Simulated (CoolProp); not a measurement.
A closed Brayton cycle with carbon dioxide: compressor inlet 319.15 K and 8.5 MPa, high pressure 26.5 MPa, turbine inlet 765 K, compressor efficiency 0.8, turbine efficiency 0.93, recuperator effectiveness 0.8 (on enthalpy, no pinch check). Each further row changes one setting.

The numbers come from the reference Helmholtz-energy equation of state, Span 1996 in CoolProp.

| case | thermal efficiency (%) | net work (kJ/kg) | compressor to turbine work | compressor exit (K) | turbine exit (K) |
|---|---|---|---|---|---|
| as stated | 29.3 | 82.7 | 0.41 | 407.1 | 631.6 |
| turbine inlet 715 K | 27.5 | 71.7 | 0.44 | 407.1 | 586.6 |
| compressor inlet 329.15 K | 27.6 | 72.8 | 0.48 | 428.9 | 631.6 |
| high pressure 22.5 MPa | 28.2 | 74.7 | 0.38 | 394.0 | 650.2 |
| recuperator effectiveness 0.5 | 23.0 | 82.7 | 0.41 | 407.1 | 631.6 |
